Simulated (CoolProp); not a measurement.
CHF3 (R23) along the isobar 19.5 MPa: fugacity coefficient from the reference equation and from simpler models built on Tc = 299.3 K, pc = 4.832 MPa, ω = 0.263; each cubic takes its own stable root.

Computed with CoolProp (reference Helmholtz-energy equation of state, Penoncello 2003).

```
T (K)          phase  reference  van der Waals  Redlich-Kwong  Soave-Redlich-Kwong
-----  -------------  ---------  -------------  -------------  -------------------
198.5         liquid    0.01309        0.08541        0.02507              0.01446
221.5         liquid    0.03531         0.1307        0.05735              0.03952
244.5         liquid    0.07512         0.1836         0.1066              0.08484
267.6         liquid     0.1349         0.2423         0.1715               0.1530
290.6         liquid     0.2122         0.3039         0.2473               0.2408
313.7  supercritical     0.3027         0.3670         0.3295               0.3422
336.7  supercritical     0.3985         0.4293         0.4121               0.4474
359.8  supercritical     0.4927         0.4898         0.4915               0.5487
382.8  supercritical     0.5786         0.5467         0.5639               0.6394
405.9  supercritical     0.6539         0.5996         0.6285               0.7182
428.9  supercritical     0.7178         0.6477         0.6844               0.7846
452    supercritical     0.7721         0.6910         0.7327               0.8404
475    supercritical     0.8176         0.7294         0.7739               0.8867
```
